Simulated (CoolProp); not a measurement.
Vinyl chloride at several states: fugacity coefficient from the reference equation and from simpler models built on Tc = 425.0 K, pc = 56.00 bar, ω = 0.160; each cubic takes its own stable root.

Model: reference Helmholtz-energy equation of state, Thol 2022, in CoolProp.

```csv
T (K),p (bar),phase,reference
399.1,2.65,gas,0.9813
192.9,246,liquid,0.0002041
127.7,1.2,liquid,2.492e-6
354.5,0.294,gas,0.9970
375.7,40.5,liquid,0.4944
420.1,140,liquid,0.3241
```

### Question
How far does each simpler model (van der Waals, Redlich-Kwong, Soave-Redlich-Kwong, Peng-Robinson) lie from the reference over these 6 states: mean and median of the absolute difference, and the worst?

### Answer
- van der Waals: mean 103136.2 %, median 24.2 %, worst +612660.8 % at 127.7 K and 1.2 bar
- Redlich-Kwong: mean 12.9 %, median 6.3 %, worst +54.0 % at 192.9 K and 246 bar
- Soave-Redlich-Kwong: mean 14.3 %, median 2.7 %, worst +68.6 % at 127.7 K and 1.2 bar
- Peng-Robinson: mean 27.4 %, median 2.0 %, worst +147.8 % at 127.7 K and 1.2 bar
